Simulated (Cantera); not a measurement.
A closed system holds: 1 mol Nb, 7.3 mol N2O, at 1400 Pa.

Cantera equilibrium calculation (NASA polynomials, part measured and part estimated; ideal gas, pure solids and liquids). Candidate condensed phases: Nb, NbO, NbO2, Nb2O5; 12 gas species. Condensed phases not in the tables: the oxides between NbO2 and Nb2O5. Kinetics and transport are ignored. All values below are at 1950 K.

Base state: N2 0.748, O2 0.243, NO 0.00697, O 0.00188 (mole fractions); condensed: Nb2O5(l).

Question: What changes in the equilibrium state with this change: pressure from 1400 Pa to 10000 Pa?

Answer: 
```
species         before     after
-------------  -------  --------
N2               0.748     0.749
O2               0.243     0.243
NO             0.00697   0.00698
O              0.00188  0.000704
Nb2O5(l), mol    0.500     0.500
```
